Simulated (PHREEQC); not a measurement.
Dissolve 0.069 mol KOH, 0.015 mol Al(NO3)3 and 0.0029 mol CO2 per kg of water at 60 °C. Closed to the air; pH follows from the charge balance.

The numbers come from PHREEQC with the ion-association model, wateq4f.dat.

| quantity | before | after |
|---|---|---|
| CO3-2 (mol/kgw) | 0.00236 | 0.000278 |
| HCO3- (mol/kgw) | 0.000535 | 0.000301 |
| Al(OH)3 (mol/kgw) | 9.11e-8 | 7.23e-8 |
| CO2 (mol/kgw) | 2.63e-8 | 5.83e-8 |
| SI of Boehmite (AlOOH) | +0.61 | +0.51 |
| SI of Gibbsite (Al(OH)3) | +0.67 | +0.56 |

Q: What was changed between the two runs?
A) diluted 5-fold with water
B) Al(NO3)3 from 0.015 to 0.0135 mol/kgw
C) temperature from 60 to 30 °C
D) CO2 from 0.0029 to 0.00261 mol/kgw
E) temperature from 60 to 90 °C

A: A, diluted 5-fold with water

This is a speciation only: nothing precipitates in the calculation. Some of these states are supersaturated (in Boehmite (slow to form), Gibbsite (slow to form), for instance). Away from 25 °C the constants follow the database's enthalpies or fits; those with neither stay at their 25 °C values.
